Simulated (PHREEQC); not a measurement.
0.021 g of hydrous ferric oxide (600 m²/g; 0.2 weak and 0.005 strong sites per Fe, Dzombak-Morel constants, diffuse double layer) in 1 kg of water with 0.3 mol/kgw of an inert sodium salt and 1.9e-05 mol Na2HAsO4, at 25 °C; the pH is set by adding NaOH or the inert anion's acid. O2 is buffered at 0.21 atm. CO2 from the air is kept out. Nothing may precipitate in this run.

Base run: PHREEQC, ion-association model, wateq4f.dat. Each further column changes one thing. The table gives As sorbed (%).

```json
[
 {"pH": "4", "base": "99.3", "background salt from 0.3 to 0.03 mol/kgw": "99.9", "oxide from 0.021 to 0.11 g/kgw": "100.0"},
 {"pH": "4.38", "base": "99.3", "background salt from 0.3 to 0.03 mol/kgw": "99.9", "oxide from 0.021 to 0.11 g/kgw": "100.0"},
 {"pH": "5.12", "base": "99.2", "background salt from 0.3 to 0.03 mol/kgw": "99.8", "oxide from 0.021 to 0.11 g/kgw": "100.0"},
 {"pH": "5.5", "base": "99.1", "background salt from 0.3 to 0.03 mol/kgw": "[?]", "oxide from 0.021 to 0.11 g/kgw": "100.0"},
 {"pH": "6.25", "base": "98.1", "background salt from 0.3 to 0.03 mol/kgw": "99.0", "oxide from 0.021 to 0.11 g/kgw": "100.0"},
 {"pH": "6.62", "base": "96.4", "background salt from 0.3 to 0.03 mol/kgw": "[?]", "oxide from 0.021 to 0.11 g/kgw": "100.0"},
 {"pH": "7.38", "base": "83.4", "background salt from 0.3 to 0.03 mol/kgw": "[?]", "oxide from 0.021 to 0.11 g/kgw": "99.8"},
 {"pH": "7.75", "base": "69.7", "background salt from 0.3 to 0.03 mol/kgw": "72.3", "oxide from 0.021 to 0.11 g/kgw": "[?]"},
 {"pH": "8.5", "base": "42.5", "background salt from 0.3 to 0.03 mol/kgw": "39.7", "oxide from 0.021 to 0.11 g/kgw": "96.7"},
 {"pH": "8.88", "base": "34.5", "background salt from 0.3 to 0.03 mol/kgw": "28.3", "oxide from 0.021 to 0.11 g/kgw": "92.9"},
 {"pH": "9.62", "base": "25.0", "background salt from 0.3 to 0.03 mol/kgw": "14.3", "oxide from 0.021 to 0.11 g/kgw": "79.3"},
 {"pH": "10", "base": "20.5", "background salt from 0.3 to 0.03 mol/kgw": "9.2", "oxide from 0.021 to 0.11 g/kgw": "[?]"}
]
```

Problem. What belongs in the gaps?

Solution. 
- 5.5, background salt from 0.3 to 0.03 mol/kgw: 99.7
- 6.62, background salt from 0.3 to 0.03 mol/kgw: 97.7
- 7.38, background salt from 0.3 to 0.03 mol/kgw: 86.0
- 7.75, oxide from 0.021 to 0.11 g/kgw: 99.5
- 10, oxide from 0.021 to 0.11 g/kgw: 68.7
